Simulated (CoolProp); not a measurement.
Properties of ammonia along the isobar 16.4 MPa (Tc = 132.4 °C, pc = 11.36 MPa, ω = 0.256).

Values from CoolProp's reference Helmholtz-energy equation of state, Gao 2020.

| T (°C) | phase | density (kg/m³) | cv (kJ/(kg K)) | expansivity (1/kK) | viscosity (µPa s) |
|---|---|---|---|---|---|
| -12.35 | liquid | 664.5 | 2.871 | 1.839 | 211 |
| 1.05 | liquid | 647.9 | 2.836 | 1.954 | 182 |
| 14.35 | liquid | 630.7 | 2.806 | 2.089 | 159 |
| 27.75 | liquid | 612.6 | 2.781 | 2.251 | 140 |
| 41.05 | liquid | 593.8 | 2.760 | 2.448 | 124 |
| 54.45 | liquid | 573.7 | 2.744 | 2.698 | 110 |
| 67.75 | liquid | 552.4 | 2.732 | 3.018 | 97.9 |
| 81.15 | liquid | 529.0 | 2.725 | 3.454 | 86.9 |
| 94.45 | liquid | 503.3 | 2.723 | 4.074 | 77.1 |
| 107.85 | liquid | 473.7 | 2.730 | 5.051 | 67.8 |
| 121.15 | liquid | 438.4 | 2.755 | 6.795 | 59.0 |
| 134.55 | supercritical | 391.3 | 2.819 | 10.84 | 49.7 |
| 147.85 | supercritical | 314.8 | 2.984 | 25.44 | 38.2 |
| 161.15 | supercritical | 196.9 | 3.041 | 31.86 | 25.5 |
| 174.55 | supercritical | 145.7 | 2.784 | 16.05 | 21.8 |
| 187.85 | supercritical | 122.7 | 2.615 | 10.56 | 20.7 |

Viscosity comes from a separate model (Fenghour 1995).
